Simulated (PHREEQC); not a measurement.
Make-up at 62 °C: 0.48 mol NH4HF2, 0.0001 mol (NH4)2SiF6 and 0.016 mol H2SO4 per kg of water. Closed to the air; pH follows from the charge balance.

Equilibrium calculation in PHREEQC: ion-association model, wateq4f.dat.

```
quantity             before   after
-------------------  ------  ------
pH                     3.23    3.28
HF2- (mol/kgw)        0.231  0.0887
F- (mol/kgw)          0.218   0.136
HF (mol/kgw)          0.215   0.140
H2F2 (mol/kgw)       0.0325  0.0131
SI of Quartz (SiO2)  -11.93  -10.94
```

Problem. Name the change that produced these shifts.
(A) (NH4)2SiF6 from 0.0001 to 2e-05 mol/kgw
(B) temperature from 62 to 70 °C
(C) diluted 2-fold with water
(D) temperature from 62 to 60 °C
(E) NH4HF2 replaced by NaF at the same molality

Solution. C, diluted 2-fold with water

This is a speciation only: nothing precipitates in the calculation. wateq4f.dat counts part of the HF as a dimer, H2F2, which phreeqc.dat doesn't know; its constant is uncertain. At this temperature some constants are extrapolated from 25 °C, and those without enthalpy data are left unchanged. SiF6-2 is the database's only silicon fluoride.
